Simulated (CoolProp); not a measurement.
Dodecamethylpentasiloxane (MD3M) along the isobar 12.6 bar: fugacity coefficient from the reference equation and from simpler models built on Tc = 628.0 K, pc = 9.540 bar, ω = 0.730; each cubic takes its own stable root.

Values from CoolProp's reference Helmholtz-energy equation of state, Thol 2019.

```json
[
 {"T (K)": "537.8", "phase": "liquid", "reference": "0.1648", "van der Waals": "0.3679", "Soave-Redlich-Kwong": "0.1738"},
 {"T (K)": "543.7", "phase": "liquid", "reference": "0.1817", "van der Waals": "0.3811", "Soave-Redlich-Kwong": "0.1919"},
 {"T (K)": "549.5", "phase": "liquid", "reference": "0.1994", "van der Waals": "0.3943", "Soave-Redlich-Kwong": "0.2108"},
 {"T (K)": "555.4", "phase": "liquid", "reference": "0.2183", "van der Waals": "0.4077", "Soave-Redlich-Kwong": "0.2310"},
 {"T (K)": "561.3", "phase": "liquid", "reference": "0.2382", "van der Waals": "0.4211", "Soave-Redlich-Kwong": "0.2523"},
 {"T (K)": "567.2", "phase": "liquid", "reference": "0.2591", "van der Waals": "0.4347", "Soave-Redlich-Kwong": "0.2746"},
 {"T (K)": "573", "phase": "liquid", "reference": "0.2806", "van der Waals": "0.4480", "Soave-Redlich-Kwong": "0.2974"},
 {"T (K)": "578.9", "phase": "liquid", "reference": "0.3033", "van der Waals": "0.4616", "Soave-Redlich-Kwong": "0.3215"},
 {"T (K)": "584.8", "phase": "liquid", "reference": "0.3268", "van der Waals": "0.4752", "Soave-Redlich-Kwong": "0.3465"},
 {"T (K)": "590.6", "phase": "liquid", "reference": "0.3506", "van der Waals": "0.4886", "Soave-Redlich-Kwong": "0.3717"},
 {"T (K)": "596.5", "phase": "liquid", "reference": "0.3756", "van der Waals": "0.5022", "Soave-Redlich-Kwong": "0.3979"},
 {"T (K)": "602.4", "phase": "liquid", "reference": "0.4012", "van der Waals": "0.5157", "Soave-Redlich-Kwong": "0.4246"},
 {"T (K)": "608.3", "phase": "liquid", "reference": "0.4273", "van der Waals": "0.5292", "Soave-Redlich-Kwong": "0.4517"},
 {"T (K)": "614.1", "phase": "liquid", "reference": "0.4533", "van der Waals": "0.5423", "Soave-Redlich-Kwong": "0.4784"},
 {"T (K)": "620", "phase": "liquid", "reference": "0.4801", "van der Waals": "0.5556", "Soave-Redlich-Kwong": "0.5056"}
]
```
